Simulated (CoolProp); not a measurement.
Values from CoolProp's reference Helmholtz-energy equation of state, Lemmon 2005. It is a short technical equation, of lower accuracy than the large ones.

Q: Give the vapour pressure (kPa), liquid density (kg/m³), vapour density (kg/m³), liquid cp (kJ/(kg K)) of saturated trans-2-butene at 343.3, 386.4 K.

A: 
```
T (K)  p (kPa)  liquid density (kg/m³)  vapour density (kg/m³)  liquid cp (kJ/(kg K))
-----  -------  ----------------------  ----------------------  ---------------------
343.3      795                     539                    18.8                   2.61
386.4     1940                     465                    49.8                   3.15
```
